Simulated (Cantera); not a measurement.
# Ignition delay

Mixture: CH4 : O2 : N2 : H2O = 1 : 1.54 : 6 : 0.24 (molar parts), at 4.05 atm, adiabatic and at constant volume. Ignition delay is the time to a rise of 400 K.

Detailed kinetics in Cantera: GRI-Mech 3.0 (53 species, 325 reactions).

```json
[
 {"T0 (K)": "1300", "delay (ms)": "4.12"},
 {"T0 (K)": "1375", "delay (ms)": "1.74"},
 {"T0 (K)": "1450", "delay (ms)": "0.765"},
 {"T0 (K)": "1525", "delay (ms)": "0.353"},
 {"T0 (K)": "1600", "delay (ms)": "0.171"},
 {"T0 (K)": "1675", "delay (ms)": "0.0879"},
 {"T0 (K)": "1750", "delay (ms)": "0.0481"},
 {"T0 (K)": "1825", "delay (ms)": "0.0280"}
]
```

- apparent activation energy between 1675 and 1825 K: 190 kJ/mol
